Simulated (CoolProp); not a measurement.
A single-stage vapour-compression cycle with propyne: evaporating at 283.15 K (dew point), condensing at 309.15 K (bubble point), superheat 10 K, subcooling 0 K, compressor efficiency 0.6, no pressure losses. Each further row changes one setting.

The numbers come from the reference Helmholtz-energy equation of state, Polt 1992 in CoolProp. This equation is an older, rougher fit; its heat capacities, sound speeds and derivatives of the liquid may be far off and weren't checked against measurements.

```csv
case,cooling COP,pressure ratio,discharge temperature (K),refrigerating effect (kJ/kg),volumetric capacity (kJ/m³)
as stated,5.90,2.14,344.2,441,2880
evaporating temperature 288.15 K,7.54,?,?,?,3380
condensing temperature 304.15 K,7.44,1.87,334.9,453,2960
subcooling 5 K,?,2.14,344.2,453,2960
superheat 20 K,?,2.14,355.1,?,?
compressor efficiency 0.5,?,2.14,352.3,441,2880
```

### Question
Complete the blanks.

### Answer

- evaporating temperature 288.15 K, pressure ratio: 1.83
- evaporating temperature 288.15 K, discharge temperature (K): 338.9
- evaporating temperature 288.15 K, refrigerating effect (kJ/kg): 447
- subcooling 5 K, cooling COP: 6.06
- superheat 20 K, cooling COP: 5.87
- superheat 20 K, refrigerating effect (kJ/kg): 458
- superheat 20 K, volumetric capacity (kJ/m³): 2860
- compressor efficiency 0.5, cooling COP: 4.92
